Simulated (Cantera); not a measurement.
Feed: 1 mol c-C₄F₈, 1.9 mol CH₄, 0.68 mol H₂, held at 2350 K and 16.0 Pa.

Method: chemical equilibrium by Gibbs-energy minimisation in Cantera with the NASA 1993 tables (ideal gas, pure condensed phases). Candidate condensed phases: C, C₆H₆, C₇H₈, C₈H₁₈; 95 gas species. The feed counts by its element totals alone. Rates play no part.

Base state: HF 0.878, H 0.0988, F 0.0119, H₂ 0.0100, C₃ 0.000258, CF 0.000238, C 0.000116, C₂H₂ (acetylene) 5.54e-5 (mole fractions); condensed: C(graphite).

Problem. What changes in the equilibrium state with this change: temperature from 2350 K to 3300 K?

Solution. 
```json
[
 {"species": "H", "before": "0.0988", "after": "0.392"},
 {"species": "F", "before": "0.0119", "after": "0.345"},
 {"species": "C", "before": "0.000116", "after": "0.227"},
 {"species": "HF", "before": "0.878", "after": "0.0160"},
 {"species": "C₂", "before": "2.31e-5", "after": "0.0109"},
 {"species": "H₂", "before": "0.0100", "after": "0.000184"},
 {"species": "C₂H₂ (acetylene)", "before": "5.54e-5", "after": "7.25e-8"},
 {"species": "CH", "before": "2.60e-7", "after": "1.12e-5"},
 {"species": "C₃", "before": "0.000258", "after": "0.00544"},
 {"species": "C(graphite), mol", "before": "5.89", "after": "0"}
]
```
